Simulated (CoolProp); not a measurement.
R1132(E) along the isobar 65 bar: Z from the reference equation and from simpler models built on Tc = 348.8 K, pc = 51.74 bar, ω = 0.245; each cubic takes its own stable root.

The numbers come from the reference Helmholtz-energy equation of state, Akasaka 2024 in CoolProp.

```json
[
 {"T (K)": "288.2", "phase": "liquid", "reference": "0.1775", "Redlich-Kwong": "0.2063", "Soave-Redlich-Kwong": "0.1988", "Peng-Robinson": "0.1759"},
 {"T (K)": "296.8", "phase": "liquid", "reference": "0.1774", "Redlich-Kwong": "0.2077", "Soave-Redlich-Kwong": "0.2002", "Peng-Robinson": "0.1772"},
 {"T (K)": "305.4", "phase": "liquid", "reference": "0.1780", "Redlich-Kwong": "0.2101", "Soave-Redlich-Kwong": "0.2026", "Peng-Robinson": "0.1795"},
 {"T (K)": "314", "phase": "liquid", "reference": "0.1795", "Redlich-Kwong": "0.2139", "Soave-Redlich-Kwong": "0.2066", "Peng-Robinson": "0.1832"},
 {"T (K)": "322.6", "phase": "liquid", "reference": "0.1824", "Redlich-Kwong": "0.2195", "Soave-Redlich-Kwong": "0.2126", "Peng-Robinson": "0.1889"},
 {"T (K)": "331.2", "phase": "liquid", "reference": "0.1871", "Redlich-Kwong": "0.2278", "Soave-Redlich-Kwong": "0.2216", "Peng-Robinson": "0.1975"},
 {"T (K)": "339.8", "phase": "liquid", "reference": "0.1950", "Redlich-Kwong": "0.2403", "Soave-Redlich-Kwong": "0.2358", "Peng-Robinson": "0.2111"},
 {"T (K)": "348.4", "phase": "liquid", "reference": "0.2098", "Redlich-Kwong": "0.2610", "Soave-Redlich-Kwong": "0.2606", "Peng-Robinson": "0.2354"},
 {"T (K)": "357", "phase": "supercritical", "reference": "0.2542", "Redlich-Kwong": "0.3027", "Soave-Redlich-Kwong": "0.3184", "Peng-Robinson": "0.2935"},
 {"T (K)": "365.6", "phase": "supercritical", "reference": "0.4181", "Redlich-Kwong": "0.4096", "Soave-Redlich-Kwong": "0.4583", "Peng-Robinson": "0.4312"},
 {"T (K)": "374.2", "phase": "supercritical", "reference": "0.5279", "Redlich-Kwong": "0.5137", "Soave-Redlich-Kwong": "0.5563", "Peng-Robinson": "0.5262"},
 {"T (K)": "382.8", "phase": "supercritical", "reference": "0.5956", "Redlich-Kwong": "0.5790", "Soave-Redlich-Kwong": "0.6196", "Peng-Robinson": "0.5887"},
 {"T (K)": "391.4", "phase": "supercritical", "reference": "0.6452", "Redlich-Kwong": "0.6267", "Soave-Redlich-Kwong": "0.6670", "Peng-Robinson": "0.6359"},
 {"T (K)": "400", "phase": "supercritical", "reference": "0.6845", "Redlich-Kwong": "0.6644", "Soave-Redlich-Kwong": "0.7050", "Peng-Robinson": "0.6740"}
]
```
